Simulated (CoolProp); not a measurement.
R1336mzz(E) along the isobar 2250 kPa: density (kg/m³) from the reference equation and from simpler models built on Tc = 130.4 °C, pc = 2779 kPa, ω = 0.413; each cubic takes its own stable root.

Values from CoolProp's reference Helmholtz-energy equation of state, Akasaka 2023.

```
T (°C)   phase  reference  van der Waals  Redlich-Kwong  Soave-Redlich-Kwong
------  ------  ---------  -------------  -------------  -------------------
-58.35  liquid       1547          885.7           1304                 1356
-43.35  liquid       1512          867.5           1272                 1329
-28.35  liquid       1476          848.4           1238                 1300
-13.35  liquid       1438          828.2           1202                 1267
1.65    liquid       1399          806.8           1164                 1232
16.75   liquid       1358          783.5           1122                 1192
31.75   liquid       1314          758.5           1077                 1149
46.75   liquid       1266          730.9           1028                 1100
61.75   liquid       1213          699.9          973.1                 1044
76.75   liquid       1152          663.6          910.4                978.6
91.75   liquid       1080          618.6          835.4                899.3
106.85  liquid      983.2          551.9          734.8                793.4
121.85     gas      208.5          178.1          193.2                199.3
136.85     gas      165.9          157.2          163.8                162.0
```
